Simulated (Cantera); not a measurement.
Input: 1 mol BCl3, 2.8 mol H2O, 180 mol H2, at 1900 K and 100 Torr.

These are equilibrium values from Cantera (NASA tables, ideal gas, pure condensed phases), not measurements of a reactor. The tables' values for BOCl are old estimates; treat these amounts as uncertain. Equilibrium is a limit: real reactors are often held back by kinetics, nucleation or transport.

```tsv
species	before	after
H2	0.970	0.977
HCl	0.0162	0.0163
H2O	0.00642	0.00704
HBO2	0.00317	9.64e-6
H	0.00214	1.12e-8
HBO	0.00184	9.28e-9
B2O3	0.000138	<1e-9
BO	6.52e-5	<1e-9
BOCl	3.02e-5	<1e-9
Cl	2.69e-5	<1e-9
B2O2	1.12e-5	<1e-9
B2O3(l), mol	0	0.498
```
Gas species are given as mole fractions.

Problem. Which change was made?
A. temperature from 1900 K to 1973 K
B. temperature from 1900 K to 1798 K
C. temperature from 1900 K to 1023 K
D. temperature from 1900 K to 2448 K

Solution. C, temperature from 1900 K to 1023 K. Gases not in the tables: H3BO3
